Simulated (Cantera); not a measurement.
Feed: 1 mol Pb, 0.59 mol O₂, 0.27 mol N₂, equilibrated at 4.40 mbar.

These are equilibrium values from Cantera (NASA tables, ideal gas, pure condensed phases), not measurements of a reactor. Candidate condensed phases: Pb, PbO, PbO₂, Pb₃O₄; 12 gas species. Gases not in the tables: (PbO)n polymers. The numbers say what is thermodynamically allowed, not how fast it happens.

x: gas mole fraction; n: condensed amount in mol.

```tsv
T (K)	x N₂	x PbO	x O₂	x Pb	n PbO(yellow)	n PbO(l)
948	0.750	1.11e-5	0.250	4.62e-9	1.000	0
998	0.750	…	0.250	…	1.000	0
1048	0.750	0.000317	0.250	6.03e-7	1.000	0
1098	0.749	0.00133	0.250	4.90e-6	1.000	0
1148	0.746	0.00492	0.249	3.31e-5	0.998	0
1198	0.739	0.0149	0.246	0.000174	0	0.994
1248	0.719	0.0400	0.240	0.000788	0	0.985
1298	0.672	…	0.225	…	0	0.959
1348	0.565	0.228	0.194	0.0123	0	0.885
1398	0.325	0.494	0.132	0.0483	0	0.550
```

Problem. Some entries are withheld; supply them.

Solution. 
- 1298, x PbO: 0.0991
- 1298, x Pb: 0.00322
- 998, x PbO: 6.48e-5
- 998, x Pb: 5.98e-8
